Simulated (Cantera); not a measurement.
Charge: 1 mol MgO, a varied amount of SO3, 4.6 mol N2, held at 1275 K and 10000 Pa.

These are equilibrium values from Cantera (NASA tables, ideal gas, pure condensed phases), not measurements of a reactor. Candidate condensed phases: Mg, MgO, MgS, MgSO4, S; 22 gas species. The numbers say what is thermodynamically allowed, not how fast it happens.

Task: At 0.44 mol SO3, list the 5 most abundant gas species with their mole fractions, and the condensed phases.

Result: N2 0.875, SO2 0.0829, O2 0.0414, SO3 0.000776, NO 0.000157. Condensed: MgO(s).
